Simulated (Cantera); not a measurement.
Input (Python, Cantera) and output of one run.

```python
import numpy as np
import cantera as ct

gas_names = """
    CL CL2 N N2 Si SiCL SiCL2 SiCL3 SiCL4 SiN Si2 Si2N Si3
""".split()
cond_names = """
    Si(cr) Si(L) Si3N4(a)
""".split()


# ... load() reads the species with a 1 bar reference pressure and builds the phases ...
atoms = {
    'Si2Cl6': {'Si': 2, 'CL': 6},
    'Cl2': {'CL': 2},
    'N2': {'N': 2},
}
top_T = {'Si3N4(a)': 2400}  # K; cautious upper limits of use, not melting points


# ... equilibrate(T, P, feed) seeds the gas with the atoms and calls Mixture.equilibrate('TP', solver="vcs", rtol=1e-11, max_steps=5000) ...
results = []
feed = {'Si2Cl6': 1, 'Cl2': 0.039, 'N2': 99}  # mol
T = 1048  # K
P = 9500  # Pa
mix = equilibrate(T, P, feed)
results.append((T, P, feed, dict(zip(mix.species_names, mix.species_moles))))
print(gas.report(threshold=0.0001))
for i in range(1, mix.n_phases):
    print(f"{mix.phase(i).name:16s} {mix.phase_moles(i):12.5e} mol")
```

It prints:

```
       temperature   1048 K
          pressure   9500 Pa
           density   0.032888 kg/m^3
  mean mol. weight   30.165 kg/kmol
   phase of matter   gas

                          1 kg             1 kmol
                     ---------------   ---------------
          enthalpy        4.5757e+05        1.3803e+07  J
   internal energy        1.6872e+05        5.0894e+06  J
           entropy            8400.1        2.5339e+05  J/K
    Gibbs function       -8.3457e+06       -2.5175e+08  J
 heat capacity c_p            1128.4             34038  J/K
 heat capacity c_v            852.75             25724  J/K

                      mass frac. Y      mole frac. X     chem. pot. / RT
                     ---------------   ---------------   ---------------
                N2           0.91459           0.98483           -27.353
             SiCL4          0.085291          0.015145           -128.83
     [  +11 minor]        0.00011938        2.7016e-05

Si(cr)            0.00000e+00 mol
Si3N4(a)          1.59934e-01 mol
```

Equilibrium computed with Cantera from the NASA thermochemical tables; the gas is ideal and each condensed phase is pure. The feed counts by its element totals alone. N2 is the only nitrogen source here; it is nearly inert below about 1500 K, so the nitride shown seldom forms there in practice. The tables' values for SiCl3 are old estimates; treat these amounts as uncertain.
